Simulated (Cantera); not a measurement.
**Reactions in the system C-Cu-F**

Source: NASA polynomial tables (part measured, part estimated), evaluated in Cantera. Values are per mole of reaction as written; species without (g) are pure solids or liquids, kept so even where they would boil at 1 bar. The tables' values for C₂F₄ are old estimates.

2 Cu + 2 CF₄(g) = C₂F₄(g) + 2 CuF₂(g)

```tsv
T (K)	ΔH° (kJ)	ΔS° (J/K)	ΔG° (kJ)	log10 K	condensed phases
1200	661.8	231.3	384.3	-16.73	Cu(s)
1300	659.1	229.1	361.2	-14.51	Cu(s)
1400	629.9	207.6	339.3	-12.66	Cu(l)
1500	626.8	205.5	318.6	-11.09	Cu(l)
1600	623.8	203.5	298.2	-9.73	Cu(l)
```
